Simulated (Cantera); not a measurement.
Mixture: C₃H₈ : O₂ : N₂ = 1 : 5.43 : 34.8 (molar parts), equivalence ratio 0.92, at 2100000 Pa, adiabatic and at constant volume. Ignition delay is the time to a rise of 400 K.

Model: GRI-Mech 3.0 (53 species, 325 reactions), integrated in Cantera. GRI-Mech 3.0 was tuned for natural gas; its chemistry of propane as a main component is partial and can be far from experiment. The pressure lies above the range GRI-Mech 3.0 was tuned for (to about 10 atm).

Problem. What does this change do: pressure from 2100000 Pa to 2600000 Pa?

Solution. 
```json
[
 {"quantity": "delay at 1048 K", "before": "19.4 ms", "after": "15.6 ms"},
 {"quantity": "delay at 1148 K", "before": "3.18 ms", "after": "2.62 ms"},
 {"quantity": "delay at 1248 K", "before": "0.569 ms", "after": "0.485 ms"},
 {"quantity": "delay at 1348 K", "before": "0.118 ms", "after": "0.103 ms"},
 {"quantity": "apparent activation energy between 1298 and 1398 K", "before": "220 kJ/mol", "after": "220 kJ/mol"}
]
```
